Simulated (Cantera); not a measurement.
# Gas activation for diamond growth

An isothermal, constant-pressure homogeneous reactor starts with 0.364 % CH4, 98.5 % H2, 1.18 % O2, equivalence ratio 42, at 2350 K and 1300 Pa.

Model: GRI-Mech 3.0 (53 species, 325 reactions), integrated in Cantera. Radical loss at walls, strong at low pressure, is not modelled.

```
t (s)        x CH4   x H2      x O2     x HCO    x H2O2
--------  --------  -----  --------  --------  --------
2.00e-6    0.00364  0.985    0.0118    <1e-12   1.60e-8
9.60e-6    0.00364  0.985    0.0118  1.90e-12   1.44e-7
4.61e-5    0.00362  0.984    0.0118  6.76e-11   5.30e-7
0.000221   0.00355  0.983    0.0114   1.18e-8   5.81e-7
0.00106    0.00236  0.951  0.000874   2.47e-7   1.00e-8
0.00510    0.00134  0.948   2.04e-8   1.27e-7  1.13e-12
0.0245    0.000307  0.944   2.68e-8   4.36e-8  1.31e-12
0.118      3.61e-5  0.936   3.88e-8   9.86e-9  1.56e-12
0.565       <1e-12  0.909   1.11e-7  9.75e-10  3.08e-12
2.71        <1e-12  0.876   2.59e-7  8.36e-10  5.39e-12
13.0        <1e-12  0.874   2.66e-7  8.32e-10  5.48e-12
62.5        <1e-12  0.874   2.66e-7  8.32e-10  5.48e-12
300         <1e-12  0.874   2.66e-7  8.32e-10  5.48e-12
```
x: mole fraction; the columns are a selection and need not sum to one.

Equilibrium at this temperature and pressure: CH4 <1e-12, H2 0.874, O2 2.66e-7, HCO 8.32e-10, H2O2 5.48e-12 (gas phase only).
